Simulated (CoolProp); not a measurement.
A single-stage vapour-compression cycle with carbonyl sulfide: evaporating at 197.15 K (dew point), condensing at 237.15 K (bubble point), superheat 5 K, subcooling 2 K, compressor efficiency 0.85, no pressure losses. Each further row changes one setting.

Values from CoolProp's reference Helmholtz-energy equation of state, Lemmon 2006. It is a short technical equation, of lower accuracy than the large ones.

```csv
case,cooling COP,pressure ratio,discharge temperature (K),refrigerating effect (kJ/kg),volumetric capacity (kJ/m³)
as stated,___,7.31,327.3,284,262
evaporating temperature 202.15 K,4.21,5.43,___,287,349
condensing temperature 232.15 K,___,___,312.8,290,268
subcooling 7 K,3.57,7.31,327.3,290,268
superheat 15 K,___,7.31,___,290,___
compressor efficiency 0.75,3.09,7.31,___,284,262
```

### Question
What belongs in the gaps?

### Answer

- as stated, cooling COP: 3.50
- evaporating temperature 202.15 K, discharge temperature (K): 313.1
- condensing temperature 232.15 K, cooling COP: 4.08
- condensing temperature 232.15 K, pressure ratio: 5.94
- superheat 15 K, cooling COP: 3.41
- superheat 15 K, discharge temperature (K): 340.9
- superheat 15 K, volumetric capacity (kJ/m³): 255
- compressor efficiency 0.75, discharge temperature (K): 342.1
